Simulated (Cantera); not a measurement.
## Abatement and gas-phase synthesis: S + H₂

A closed system holds: 1 mol S, 0.52 mol H₂, held at 0.0133 bar.

These are equilibrium values from Cantera (NASA tables, ideal gas, pure condensed phases), not measurements of a reactor. Candidate condensed phases: S; 7 gas species. The numbers say what is thermodynamically allowed, not how fast it happens.

From 2048 K to 2848 K nothing is condensed.

```
T (K)  log p H₂  log p S₂  log p S  log p H  log p SH  log p H₂S
-----  --------  --------  -------  -------  --------  ---------
2048      -2.21     -2.23    -3.48    -3.76     -3.32      -3.61
2148      -2.22     -2.25    -3.23    -3.49     -3.25      -3.74
2248      -2.24     -2.27    -3.01    -3.26     -3.19      -3.87
2348      -2.28     -2.32    -2.81    -3.05     -3.16      -4.01
2448      -2.32     -2.38    -2.65    -2.86     -3.15      -4.17
2548      -2.38     -2.47    -2.51    -2.70     -3.16      -4.36
2648      -2.47     -2.59    -2.40    -2.57     -3.21      -4.57
2748      -2.58     -2.74    -2.32    -2.46     -3.28      -4.82
2848      -2.71     -2.92    -2.26    -2.37     -3.39      -5.10
```
log p: log10 of the partial pressure in bar; nothing condenses.
